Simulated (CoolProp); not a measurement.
Vapour-liquid equilibrium of hydrogen sulfide (1) + propane (2) at -71.55 °C; x and y are mole fractions of (1).

Computed with CoolProp (multi-fluid Helmholtz-energy mixture model, Lemmon 2006 and Lemmon 2009; pair parameters Kunz 2012).

```tsv
x	bubble pressure (kPa)	y at the bubble point	dew pressure at overall composition x (kPa)	liquid density (mol/L)
0.05	33.95	0.371	23.34	14.21
0.2	53.34	0.640	27.35	15.31
0.35	60.24	0.704	32.97	16.77
0.5	62.34	0.727	41.31	18.66
0.65	63.03	0.740	54.36	21.03
0.8	63.17	0.769	62.55	23.92
0.95	59.59	0.887	57.15	27.25
```

y crosses x between x = 0.65 and 0.8: the model has an azeotrope there.

The pair parameters rest on a limited set of measurements; away from them the model extrapolates. With so large a gap from Raoult's law the liquid may split in two, which this calculation doesn't test in full.
